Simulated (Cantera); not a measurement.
What does this Cantera script print?

```python
import numpy as np
import cantera as ct

gas_names = """
    F F2 FS2F,fluorodisu H HF H2 H2F2 H2S H3F3 H4F4 H5F5 H6F6 H7F7 S SF SF2 SF3 SF4 SF5 SF6 SH S2
    S2F2,thiothiony S8
""".split()
cond_names = """
    S(cr1) S(cr2) S(L)
""".split()


# ... load() reads the species with a 1 bar reference pressure and builds the phases ...
atoms = {
    'SF6': {'S': 1, 'F': 6},
    'H2': {'H': 2},
}
top_T = {}  # K; cautious upper limits of use, not melting points


# ... equilibrate(T, P, feed) seeds the gas with the atoms and calls Mixture.equilibrate('TP', solver="vcs", rtol=1e-11, max_steps=5000) ...
results = []
feed = {'SF6': 1, 'H2': 2.6}  # mol
T = 2273  # K
P = 200  # Pa
mix = equilibrate(T, P, feed)
results.append((T, P, feed, dict(zip(mix.species_names, mix.species_moles))))
x = sorted(zip(gas.X, gas.species_names), reverse=True)
print(f"T = {T:g} K  P = {P:g} Pa  gas = {mix.phase_moles(0):.4g} mol")
print("   x: " + "  ".join(f"{s} {v:.3e}" for v, s in x if v > 0.001))
print("   condensed (mol): " + ("  ".join(f"{mix.phase(i).name} {mix.phase_moles(i):.4g}"
      for i in range(1, mix.n_phases) if mix.phase_moles(i) > 1e-12) or "none"))
```

It prints:

```
T = 2273 K  P = 200 Pa  gas = 6.722 mol
   x: HF 7.733e-01  F 1.170e-01  S 6.800e-02  S2 3.922e-02  SF 2.243e-03
   condensed (mol): none
```

Method: chemical equilibrium by Gibbs-energy minimisation in Cantera with the NASA 1993 tables (ideal gas, pure condensed phases).
